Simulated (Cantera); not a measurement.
Feed: 1 mol Al2O3, 0.048 mol HCl, 0.035 mol O2, equilibrated at 2.00 bar.

Cantera equilibrium calculation (NASA polynomials, part measured and part estimated; ideal gas, pure solids and liquids). Candidate condensed phases: Al, AlCl3, Al2O3, H2O; 29 gas species. Gases not in the tables: Al(OH)3. Rates play no part. All values below are at 1425 °C.

Base state: HCl 0.457, O2 0.396, H2O 0.0656, Cl2 0.0503, Cl 0.0302, ClO 0.000527, OH 0.000286, HOCl 0.000150 (mole fractions); condensed: Al2O3(s).

### Question
What changes in the equilibrium state with this change: pressure from 2.00 bar to 0.0100 bar?

### Answer
```json
[
 {"species": "HCl", "before": "0.457", "after": "0.442"},
 {"species": "O2", "before": "0.396", "after": "0.380"},
 {"species": "Cl", "before": "0.0302", "after": "0.114"},
 {"species": "Cl2", "before": "0.0503", "after": "0.00357"},
 {"species": "H2O", "before": "0.0656", "after": "0.0599"},
 {"species": "AlCl3", "before": "7.44e-5", "after": "5.46e-6"},
 {"species": "HOCl", "before": "0.000150", "after": "1.00e-5"},
 {"species": "O", "before": "1.95e-5", "after": "0.000270"},
 {"species": "H2", "before": "1.45e-6", "after": "1.91e-5"},
 {"species": "ClO", "before": "0.000527", "after": "0.000137"},
 {"species": "Al2O3(s), mol", "before": "1.000", "after": "1.00"}
]
```
